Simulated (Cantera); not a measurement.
A closed system holds: 1 mol SiH4, 18 mol CO2, 10 mol H2, 0.16 mol H2O, held at 1548 K and 100 Pa.

Method: chemical equilibrium by Gibbs-energy minimisation in Cantera with the NASA 1993 tables (ideal gas, pure condensed phases). Candidate condensed phases: C, C6H6, C7H8, C8H18, H2O, Si, SiC, SiO2; 123 gas species. The tables hold silica as quartz up to 1696 K and as liquid above; real silica turns to tridymite and cristobalite and melts near 1996 K. Kinetics and transport are ignored.

Base state: CO 0.336, H2O 0.275, CO2 0.260, H2 0.128, H 0.000348, OH 2.51e-5 (mole fractions); condensed: SiO2(β-quartz).

What changes in the equilibrium state with this change: temperature from 1548 K to 1750 K?


```tsv
species	before	after
CO	0.336	0.349
H2O	0.275	0.288
CO2	0.260	0.247
H2	0.128	0.113
SiO	3.04e-6	0.000314
OH	2.51e-5	0.000370
H	0.000348	0.00247
SiO2(β-quartz), mol	1.000	0
SiO2(condensed), mol	0	0.990
```
